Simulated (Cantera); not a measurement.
A closed system holds: 1 mol TiCl4, 250 mol H2, 2.3 mol O2, held at 13300 Pa.

Cantera equilibrium calculation (NASA polynomials, part measured and part estimated; ideal gas, pure solids and liquids). Candidate condensed phases: H2O, Ti, TiCl2, TiCl3, TiCl4, TiO, TiO2, Ti2O3, Ti3O5, Ti4O7; 23 gas species. Condensed phases not in the tables: Magnéli phases beyond Ti4O7. The numbers say what is thermodynamically allowed, not how fast it happens.

x: gas mole fraction; n: condensed amount in mol.

| T (°C) | x H2 | x HCl | x H2O | x H | x Cl | x OH | n TiO2(rutile) | n Ti4O7(s) | n Ti3O5(s) | n Ti3O5(l) |
|---|---|---|---|---|---|---|---|---|---|---|
| 1002 | 0.974 | 0.0159 | 0.0103 | 1.99e-6 | 2.76e-8 | 2.46e-10 | 1.00 | 0 | 0 | 0 |
| 1077 | 0.974 | 0.0159 | 0.0103 | 6.44e-6 | 8.75e-8 | 1.11e-9 | 1.00 | 0 | 0 | 0 |
| 1152 | 0.974 | 0.0159 | 0.0103 | 1.84e-5 | 2.46e-7 | 4.27e-9 | 1.00 | 0 | 0 | 0 |
| 1227 | 0.973 | 0.0159 | 0.0113 | ___ | ___ | ___ | 0 | 0.250 | 0 | 0 |
| 1302 | 0.973 | 0.0159 | 0.0113 | 0.000112 | 1.46e-6 | 4.74e-8 | 0 | 0.250 | 0 | 0 |
| 1377 | 0.972 | 0.0159 | 0.0116 | 0.000245 | 3.14e-6 | 1.33e-7 | 0 | 0 | 0.333 | 0 |
| 1452 | 0.972 | 0.0159 | 0.0116 | 0.000501 | 6.34e-6 | 3.31e-7 | 0 | 0 | 0.333 | 0 |
| 1527 | 0.972 | 0.0159 | 0.0116 | 0.000967 | 1.21e-5 | 7.64e-7 | 0 | 0 | 0.333 | 0 |
| 1602 | 0.971 | 0.0158 | 0.0116 | ___ | ___ | ___ | 0 | 0 | 0.333 | 0 |
| 1677 | 0.969 | 0.0158 | 0.0116 | 0.00309 | 3.78e-5 | 3.36e-6 | 0 | 0 | 0.333 | 0 |
| 1752 | 0.967 | 0.0158 | 0.0116 | 0.00518 | 6.27e-5 | 6.50e-6 | 0 | 0 | 0.333 | 0 |
| 1827 | 0.964 | 0.0157 | 0.0116 | 0.00838 | 0.000100 | 1.20e-5 | 0 | 0 | 0 | 0.333 |

Question: Some entries are withheld; supply them.

Answer: 
- 1602, x H: 0.00177
- 1602, x Cl: 2.19e-5
- 1602, x OH: 1.65e-6
- 1227, x H: 4.75e-5
- 1227, x Cl: 6.25e-7
- 1227, x OH: 1.58e-8
